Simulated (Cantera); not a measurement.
Mixture: CH4 : H2 : O2 : N2 = 1 : 0.17 : 2.67 : 10.1 (molar parts), equivalence ratio 0.78, at 3.20 bar, adiabatic and at constant volume. Ignition delay is the time to a rise of 400 K.

Detailed kinetics in Cantera: GRI-Mech 3.0 (53 species, 325 reactions). Below about 1000 K GRI-Mech 3.0 lacks low-temperature oxidation paths. Below about 950 K walls govern HO2 and H2O2 in real vessels.

**Question.** Predict: delay at 898 K; delay at 998 K; delay at 1098 K; delay at 1198 K; delay at 1298 K; delay at 1398 K; delay at 1498 K; apparent activation energy between 1298 and 1498 K.

**Answer.** 
```
Item                                                     Value
--------------------------------------------------  ----------
delay at 898 K                                         0.382 s
delay at 998 K                                         28.9 ms
delay at 1098 K                                        7.36 ms
delay at 1198 K                                        2.85 ms
delay at 1298 K                                        1.14 ms
delay at 1398 K                                       0.465 ms
delay at 1498 K                                       0.202 ms
apparent activation energy between 1298 and 1498 K  140 kJ/mol
```
